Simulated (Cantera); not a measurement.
A Cantera script and what it prints.

```python
import numpy as np
import cantera as ct

gas_names = """
    H2S H2
""".split()
cond_names = """
    Ca(a) Ca(b) Ca(L) CaS(s)
""".split()


# ... load() reads the species with a 1 bar reference pressure and builds the phases ...
species = {s.name: s for s in load("nasa_gas.yaml", gas_names) + load("nasa_condensed.yaml", cond_names)}
# Each term lists the table entries of one substance; the one whose range holds T is used.
reactions = {
    'H2S(g) + Ca = H2(g) + CaS':
        [(-1, ['H2S']), (-1, ['Ca(a)', 'Ca(b)', 'Ca(L)']), (1, ['H2']), (1, ['CaS(s)'])],
}


def pick(names, T):
    return next(species[n] for n in names if species[n].thermo.min_temp <= T <= species[n].thermo.max_temp)


results = []
for label, terms in reactions.items():
    print(label)
    print("     T/K   dH/kJ  dS/(J/K)   dG/kJ   log10 K")
    for T in [300, 525, 725, 925, 1125, 1325, 1525, 1725, 1925, 2125, 2325]:
        used = [(nu, pick(names, T)) for nu, names in terms]
        dH = sum(nu * s.thermo.h(T) for nu, s in used) / 1e6
        dS = sum(nu * s.thermo.s(T) for nu, s in used) / 1e3
        dG = dH - T * dS / 1e3
        logK = -dG * 1e6 / (ct.gas_constant * T * np.log(10))
        results.append((label, T, dH, dS, dG, logK, [s.name for _, s in used]))
        print(f"{T:8g} {dH:8.1f} {dS:8.1f} {dG:8.1f} {logK:8.2f}")
```

Result:

```
H2S(g) + Ca = H2(g) + CaS
     T/K   dH/kJ  dS/(J/K)   dG/kJ   log10 K
     300   -452.7    -60.9   -434.4    75.64
     525   -449.2    -52.3   -421.8    41.97
     725   -448.0    -50.0   -411.7    29.66
     925   -446.1    -47.7   -402.0    22.70
    1125   -453.6    -54.4   -392.5    18.22
    1325   -453.7    -54.4   -381.6    15.04
    1525   -453.9    -54.5   -370.7    12.70
    1725   -454.1    -54.7   -359.8    10.89
    1925   -454.3    -54.8   -348.8     9.47
    2125   -454.4    -54.8   -337.9     8.31
    2325   -454.4    -54.8   -326.9     7.34
```

Cantera with NASA thermochemical tables; ideal gases at 1 bar, condensed phases pure. Condensed species are held in their standard states even where they would react or evaporate.
